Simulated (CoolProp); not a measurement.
Vapour-liquid equilibrium of carbon dioxide (1) + R142b (2) at 269.5 K; x and y are mole fractions of (1).

Model: multi-fluid Helmholtz-energy mixture model, Span 1996 and Lemmon 2006; pair parameters Bell 2016, in CoolProp.

```
x     bubble pressure (kPa)  y at the bubble point  dew pressure at overall composition x (kPa)  liquid density (mol/L)
----  ---------------------  ---------------------  -------------------------------------------  ----------------------
0.05                  239.7                  0.484                                        132.4                   12.07
0.2                   638.3                  0.822                                        156.8                   13.12
0.35                   1080                  0.905                                        191.9                   14.30
0.5                    1528                  0.941                                        246.8                   15.65
0.65                   1970                  0.962                                        345.6                   17.18
0.8                    2429                  0.978                                        576.7                   18.92
0.95                   2956                  0.994                                         1700                   20.87
```

No azeotrope shows between x = 0.05 and 0.95.

The pair parameters rest on a limited set of measurements; away from them the model extrapolates.
